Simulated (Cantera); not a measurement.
# TiO2 + H2 + H2O (hydrogen reduction and annealing atmospheres)

Feed: 1 mol TiO2, 17 mol H2, a varied amount of H2O, held at 0.0133 bar.

Equilibrium computed with Cantera from the NASA thermochemical tables; the gas is ideal and each condensed phase is pure. Candidate condensed phases: H2O, Ti, TiO, TiO2, Ti2O3, Ti3O5, Ti4O7; 12 gas species. Mutual solubility and eutectic melting of coexisting phases are not modelled. Condensed phases not in the tables: Magnéli phases beyond Ti4O7. Equilibrium is a limit: real reactors are often held back by kinetics, nucleation or transport.

Question: Map the stable condensed phases over T = 1298, 1373, 1448, 1523, 1598, 1673, 1748, 1823, 1898, 1973, 2048, 2123, 2198, 2273 K and n(H2O) in mol = 0.47, 0.65, 0.9, 1.3, 1.7, 2.4, 3.4, 4.7.

Answer: 
```
T in K \ n(H2O) in mol
         0.47 0.65  0.9  1.3  1.7  2.4  3.4  4.7
   2273     A    A    B    B    B    B    B    B
   2198     A    B    B    B    B    B    B    B
   2123     B    B    B    B    B    B    B    B
   2048     B    B    B    B    B    B    B    B
   1973     A    A    C    B    B    B    B    D
   1898     A    A    A    B    B    B    E    E
   1823     C    B    B    B    B    E    E    E
   1748     B    B    B    D    E    E    E    E
   1673     B    D    E    E    E    E    E    E
   1598     D    E    E    E    E    E    E    E
   1523     E    E    E    E    E    E    E    E
   1448     E    E    E    E    E    E    E    E
   1373     E    E    E    E    E    E    E    E
   1298     E    E    E    E    E    E    E    E
```
A: Ti3O5; B: Ti4O7; C: Ti3O5 + Ti4O7; D: TiO2 + Ti4O7; E: TiO2.
